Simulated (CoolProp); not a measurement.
Methanol along the isobar 358 bar: Z from the reference equation and from simpler models built on Tc = 240.2 °C, pc = 82.16 bar, ω = 0.565; each cubic takes its own stable root.

Values from CoolProp's reference Helmholtz-energy equation of state, de Reuck 1993.

```csv
T (°C),phase,reference
219.75,liquid,0.4469
232.45,liquid,0.4485
245.15,supercritical,0.4517
257.85,supercritical,0.4566
270.55,supercritical,0.4636
283.25,supercritical,0.4729
296.05,supercritical,0.4850
308.75,supercritical,0.5000
321.45,supercritical,0.5178
334.15,supercritical,0.5382
346.85,supercritical,0.5610
```

Question: How far does each simpler model (van der Waals, Redlich-Kwong, Soave-Redlich-Kwong, Peng-Robinson) lie from the reference over these 11 states: mean and median of the absolute difference, and the worst?

Answer: 
- van der Waals: mean 63.6 %, median 66.0 %, worst +83.3 % at 219.75 °C and 358 bar
- Redlich-Kwong: mean 34.1 %, median 36.1 %, worst +41.5 % at 219.75 °C and 358 bar
- Soave-Redlich-Kwong: mean 41.5 %, median 41.9 %, worst +43.2 % at 296.05 °C and 358 bar
- Peng-Robinson: mean 28.6 %, median 29.0 %, worst +30.7 % at 308.75 °C and 358 bar
